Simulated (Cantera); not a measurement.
What does this Cantera script print?

```python
import numpy as np
import cantera as ct

gas_names = """
    C CH CH2 CH3 CH2OH CH3O CH4 CH3OH CO CO2 COOH C2 C2H CHCO,ketyl C2H2,acetylene C2H2,vinylidene
    CH2CO,ketene C2H3,vinyl CH3CO,acetyl C2H4 C2H4O,ethylen CH3CHO,ethanal CH3COOH (HCOOH)2 C2H5 C2H6
    CH3OCH3 C2H5OH C2O C3 C3H3,propargyl C3H4,allene C3H4,propyne C3H4,cyclo- C3H5,allyl C3H6,propylene
    C3H6,cyclo- C3H6O C3H7,n-propyl C3H7,i-propyl C3H8 C3H8O,1propanol C3H8O,2propanol C3O2 C4 C4H2
    C4H4,1,3-cyclo- C4H6,butadiene C4H6,2-butyne C4H6,cyclo- C4H8,1-butene C4H8,cis2-buten
    C4H8,tr2-butene C4H8,isobutene C4H8,cyclo- (CH3COOH)2 C4H9,n-butyl C4H9,i-butyl C4H9,s-butyl
    C4H9,t-butyl C4H10,isobutane C4H10,n-butane C5 C5H6,1,3cyclo- C5H8,cyclo- C5H10,1-pentene
    C5H10,cyclo- C5H11,pentyl C5H11,t-pentyl C5H12,n-pentane C5H12,i-pentane CH3C(CH3)2CH3 C6H2
    C6H5,phenyl C6H5O,phenoxy C6H6 C6H5OH,phenol C6H10,cyclo- C6H12,1-hexene C6H12,cyclo- C6H13,n-hexyl
    C7H7,benzyl C7H8 C7H8O,cresol C7H14,1-heptene C7H15,n-heptyl C7H16,n-heptane C8H8,styrene
    C8H10,ethylbenz C8H16,1-octene C8H17,n-octyl C8H18,isooctane C8H18,n-octane C9H19,n-nonyl
    C10H8,naphthale C10H21,n-decyl C12H9,o-bipheny C12H10,bipheny Ca CaO CaOH CaO2H2 Ca2 H HCO HO2 H2
    HCHO,formaldehy HCOOH H2O H2O2 O OH O2 O3
""".split()
cond_names = """
    C(gr) C6H6(L) C7H8(L) C8H18(L),n-octa Ca(a) Ca(b) Ca(L) CaCO3(caL) CaO(s) CaO(L) CaO2H2(s) H2O(s)
    H2O(L)
""".split()


def load(file, names, dense=False):
    # The tables refer to 1 bar. Condensed volumes are neglected.
    table = {s.name: s for s in ct.Species.list_from_file(file)}
    out = []
    for n in names:
        d = dict(table[n].input_data)
        d["thermo"] = dict(d["thermo"], **{"reference-pressure": 1e5})
        if dense:
            d["equation-of-state"] = {"model": "constant-volume", "density": "1e6 g/cm^3"}
        out.append(ct.Species.from_dict(d))
    return out


gas = ct.Solution(thermo="ideal-gas", species=load("nasa_gas.yaml", gas_names))
cond = {s.name: ct.Solution(thermo="fixed-stoichiometry", species=[s], name=s.name)
        for s in load("nasa_condensed.yaml", cond_names, dense=True)}
atoms = {
    'Ca(OH)2': {'Ca': 1, 'O': 2, 'H': 2},
    'CO2': {'C': 1, 'O': 2},
}
top_T = {'C(gr)': 4500}  # K; cautious upper limits of use, not melting points


def equilibrate(T, P, feed):
    n = {}
    for name, mol in feed.items():
        for a, k in atoms[name].items():
            n[a] = n.get(a, 0.0) + k * mol
    gas.TPX = T, P, n
    mass = sum(n.values()) * gas.mean_molecular_weight
    gas.equilibrate("TP")
    valid = [c for c in cond.values() if c.min_temp <= T <= top_T.get(c.name, c.max_temp)]
    mix = ct.Mixture([(gas, mass / gas.mean_molecular_weight)] + [(c, 0.0) for c in valid])
    mix.T, mix.P = T, P
    mix.equilibrate("TP", solver="vcs", rtol=1e-11, max_steps=5000)
    return mix


results = []
T = 723.15  # K
P = 480  # Pa
for m in [0.28, 0.42, 0.56, 0.7, 0.84, 0.98, 1.1, 1.3, 1.4, 1.5, 1.7, 1.8, 2]:
    feed = {'Ca(OH)2': 1, 'CO2': m}  # mol
    mix = equilibrate(T, P, feed)
    results.append((T, P, feed, dict(zip(mix.species_names, mix.species_moles))))

top = {s: max(r[3][s] / sum(r[3][g] for g in gas_names) for r in results) for s in gas_names}
cols = sorted((s for s in top if top[s] > 1e-06), key=lambda s: -top[s])[:5]
seen = [c for c in cond_names if any(r[3].get(c, 0) > 1e-12 for r in results)]
print("log10 of partial pressures in bar; condensed amounts in mol")
print(f"{'n(CO2)':>10s}" + "".join(f"{s[:9]:>10s}" for s in cols + seen))
for T, P, feed, n in results:
    ng = sum(n[g] for g in gas_names)
    print(f"{feed['CO2']:10.4g}" + "".join(f"{np.log10(max(n[s] / ng * P / 1e5, 1e-99)):10.3f}" for s in cols)
          + "".join(f"{n.get(c, 0):10.4g}" for c in seen))
```

Result:

```
log10 of partial pressures in bar; condensed amounts in mol
    n(CO2)       H2O       CO2 CaCO3(caL    CaO(s)
      0.28    -2.321    -4.711    0.2759    0.7241
      0.42    -2.321    -4.711    0.4159    0.5841
      0.56    -2.321    -4.711    0.5559    0.4441
       0.7    -2.321    -4.711    0.6959    0.3041
      0.84    -2.321    -4.711    0.8359    0.1641
      0.98    -2.321    -4.711    0.9759   0.02407
       1.1    -2.360    -3.360         1         0
       1.3    -2.433    -2.956         1         0
       1.4    -2.465    -2.863         1         0
       1.5    -2.495    -2.796         1         0
       1.7    -2.549    -2.704         1         0
       1.8    -2.574    -2.671         1         0
         2    -2.620    -2.620         1         0
```

Method: chemical equilibrium by Gibbs-energy minimisation in Cantera with the NASA 1993 tables (ideal gas, pure condensed phases).
